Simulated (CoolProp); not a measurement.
Isohexane at 469.46 K and 0.573 MPa is compressed adiabatically to 3.51 MPa with isentropic efficiency 0.7. Each further row changes one setting.

Values from CoolProp's reference Helmholtz-energy equation of state, Lemmon 2006. It is a short technical equation, of lower accuracy than the large ones.

```
case             work (kJ/kg)  final temperature (K)  final density (kg/m³)
---------------  ------------  ---------------------  ---------------------
as stated                95.6                    ___                    ___
efficiency 1             66.9                    ___                    ___
efficiency 0.65           103                  536.8                    114
```

Question: What belongs in the gaps?

Answer: 
- as stated, final temperature (K): 534.7
- as stated, final density (kg/m³): 116
- efficiency 1, final temperature (K): 527.1
- efficiency 1, final density (kg/m³): 127
